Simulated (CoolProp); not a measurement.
Vapour-liquid equilibrium of R245fa (1) + n-pentane (2) at 336.1 K; x and y are mole fractions of (1).

The numbers come from the multi-fluid Helmholtz-energy mixture model, Akasaka 2015 and Thol 2019; pair parameters Bell 2016 in CoolProp.

| x | bubble pressure (MPa) | y at the bubble point | dew pressure at overall composition x (MPa) | liquid density (mol/L) |
|---|---|---|---|---|
| 0.05 | 0.3276 | 0.299 | 0.2455 | 8.058 |
| 0.15 | 0.4434 | 0.504 | 0.2734 | (withheld) |
| 0.25 | 0.5016 | 0.580 | 0.3078 | 8.085 |
| 0.35 | 0.5313 | 0.620 | 0.3512 | 8.124 |
| 0.45 | 0.5480 | 0.646 | (withheld) | 8.187 |
| 0.55 | (withheld) | 0.670 | 0.4777 | 8.281 |
| 0.65 | 0.5658 | 0.698 | 0.5501 | 8.409 |
| 0.75 | 0.5676 | 0.738 | 0.5668 | 8.575 |
| 0.85 | 0.5593 | 0.801 | 0.5476 | 8.780 |
| 0.95 | 0.5304 | 0.911 | (withheld) | 9.023 |

Problem. Complete the blanks.

Solution. 
- 0.15, liquid density (mol/L): 8.065
- 0.45, dew pressure at overall composition x (MPa): 0.4069
- 0.55, bubble pressure (MPa): 0.5588
- 0.95, dew pressure at overall composition x (MPa): 0.5183

y crosses x between x = 0.65 and 0.75: the model has an azeotrope there.

The pair parameters rest on a limited set of measurements; away from them the model extrapolates. With so large a gap from Raoult's law the liquid may split in two, which this calculation doesn't test in full.
